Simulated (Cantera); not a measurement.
Thermodynamics of hydrogen reduction and annealing atmospheres, feed Ta2O5 + H2 + H2O

Charge: 1 mol Ta2O5, 1.3 mol H2, 1.4 mol H2O, at 1775 K and 5.70 Torr.

These are equilibrium values from Cantera (NASA tables, ideal gas, pure condensed phases), not measurements of a reactor. Candidate condensed phases: H2O, Ta, Ta2O5; 12 gas species. Kinetics and transport are ignored.

```
Quantity                              Value
--------------------------------  ---------
x(H2O)                                0.518
x(H2)                                 0.480
x(H)                                0.00230
x(OH)                              0.000155
n(Ta2O5(s))                        1.00 mol
gas amount                        2.703 mol
log10 activity of Ta(s) (absent)      -8.14
```
